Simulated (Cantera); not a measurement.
## Formation from one mole of O2

Source: NASA polynomial tables (part measured, part estimated), evaluated in Cantera. Values are per mole of reaction as written; species without (g) are pure solids or liquids, kept so even where they would boil at 1 bar.

2 Sr + O2(g) ⇌ 2 SrO

```csv
T (K),ΔH° (kJ),ΔS° (J/K),ΔG° (kJ),log10 K,condensed phases
300,-1184.1,-204.0,-1122.9,195.50,"Sr(s), SrO(s)"
675,-1179.6,-194.7,-1048.2,81.11,"Sr(s), SrO(s)"
750,-1178.6,-193.2,-1033.7,71.99,"Sr(s), SrO(s)"
825,-1179.3,-194.0,-1019.2,64.53,"Sr(s), SrO(s)"
900,-1178.1,-192.7,-1004.7,58.31,"Sr(s), SrO(s)"
975,-1176.9,-191.4,-990.3,53.05,"Sr(s), SrO(s)"
1050,-1191.8,-205.7,-975.9,48.55,"Sr(l), SrO(s)"
1125,-1191.5,-205.4,-960.4,44.59,"Sr(l), SrO(s)"
```

0.8 Ta + O2(g) ⇌ 0.4 Ta2O5

```json
[
 {"T (K)": "300", "ΔH° (kJ)": "-818.4", "ΔS° (J/K)": "-181.0", "ΔG° (kJ)": "-764.1", "log10 K": "133.04"},
 {"T (K)": "675", "ΔH° (kJ)": "-814.7", "ΔS° (J/K)": "-173.5", "ΔG° (kJ)": "-697.6", "log10 K": "53.98"},
 {"T (K)": "750", "ΔH° (kJ)": "-813.7", "ΔS° (J/K)": "-172.1", "ΔG° (kJ)": "-684.6", "log10 K": "47.68"},
 {"T (K)": "825", "ΔH° (kJ)": "-812.6", "ΔS° (J/K)": "-170.7", "ΔG° (kJ)": "-671.8", "log10 K": "42.53"},
 {"T (K)": "900", "ΔH° (kJ)": "-811.5", "ΔS° (J/K)": "-169.4", "ΔG° (kJ)": "-659.0", "log10 K": "38.25"},
 {"T (K)": "975", "ΔH° (kJ)": "-810.3", "ΔS° (J/K)": "-168.2", "ΔG° (kJ)": "-646.3", "log10 K": "34.63"},
 {"T (K)": "1050", "ΔH° (kJ)": "-809.2", "ΔS° (J/K)": "-167.0", "ΔG° (kJ)": "-633.8", "log10 K": "31.53"},
 {"T (K)": "1125", "ΔH° (kJ)": "-807.9", "ΔS° (J/K)": "-165.9", "ΔG° (kJ)": "-621.3", "log10 K": "28.85"}
]
```

0.8 V + O2(g) ⇌ 0.4 V2O5

| T (K) | ΔH° (kJ) | ΔS° (J/K) | ΔG° (kJ) | log10 K | condensed phases |
|---|---|---|---|---|---|
| 300 | -620.2 | -176.0 | -567.4 | 98.80 | V(s), V2O5(s) |
| 675 | -616.2 | -167.9 | -502.9 | 38.91 | V(s), V2O5(s) |
| 750 | -615.2 | -166.4 | -490.3 | 34.15 | V(s), V2O5(s) |
| 825 | -614.1 | -165.1 | -477.9 | 30.26 | V(s), V2O5(s) |
| 900 | -613.0 | -163.9 | -465.6 | 27.02 | V(s), V2O5(s) |
| 975 | -586.0 | -135.2 | -454.2 | 24.33 | V(s), V2O5(l) |
| 1050 | -584.8 | -134.0 | -444.1 | 22.09 | V(s), V2O5(l) |
| 1125 | -583.5 | -132.8 | -434.1 | 20.15 | V(s), V2O5(l) |
